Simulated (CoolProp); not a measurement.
Model: reference Helmholtz-energy equation of state, Thol 2017, in CoolProp.

**Question.** For decamethyltetrasiloxane (MD2M), give the phase and the density (kg/m³), cp (kJ/(kg K)), isothermal compressibility (1/MPa), expansivity (1/kK) at 546.8 K and 1.01 bar.

**Answer.** 
- 546.8 K and 1.01 bar: gas; density 7.20, cp 1.95, isothermal compressibility 10.3, expansivity 2.12
